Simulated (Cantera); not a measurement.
An adiabatic, constant-volume homogeneous reactor starts with 22.2 % H2, 9.27 % O2, 68.5 % N2, equivalence ratio 1.2, at 1398 K and 9.87 atm.

Model: GRI-Mech 3.0 (53 species, 325 reactions), integrated in Cantera. The hydrogen kinetics of GRI-Mech 3.0 are dated; newer H2 mechanisms differ, most at raised pressure.

Problem. Predict: time of steepest temperature rise; temperature at 0.200 s; equilibrium temperature; x(H2) at 0.200 s; x(O2) at 0.200 s; x(H2O) at 0.200 s; x(N2O) at 0.200 s; x(NO2) at 0.200 s.

Solution. 
| Quantity | Result |
|---|---|
| time of steepest temperature rise | 3.56 µs |
| temperature at 0.200 s | 2869 K |
| equilibrium temperature | 2869 K |
| x(H2) at 0.200 s | 0.0454 (gas-phase equilibrium 0.0454) |
| x(O2) at 0.200 s | 0.000769 (gas-phase equilibrium 0.000769) |
| x(H2O) at 0.200 s | 0.192 (gas-phase equilibrium 0.192) |
| x(N2O) at 0.200 s | 5.67e-7 (gas-phase equilibrium 5.67e-7) |
| x(NO2) at 0.200 s | 3.99e-7 (gas-phase equilibrium 3.99e-7) |
